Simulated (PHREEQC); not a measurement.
A made-up water analysis in mg/kgw, 65 °C, pH 7.84:

| constituent | mg/kgw |
|---|---|
| Na | 5940 |
| K | 382 |
| Ca | 16.9 |
| Mg | 113 |
| Cl | 8400 |
| S(6) as SO4 | 1930 |
| Alkalinity as HCO3 | 269 |

Valence states are taken as typed.

Computed with PHREEQC (Pitzer model, pitzer.dat).

Question: The ionic strength comes out as 0.305 mol/kgw. What activity coefficients do Mg+2, SO4-2, Na+, OH-, HCO3- get?

Answer: Mg+2 0.22, SO4-2 0.16, Na+ 0.70, OH- 0.65, HCO3- 0.69. Single-ion values are on the MacInnes scale.

No solid was allowed to form. Examples of supersaturated solids here: Magnesite (slow to form). Others may be too. Away from 25 °C the constants follow the database's enthalpies or fits; those with neither stay at their 25 °C values.
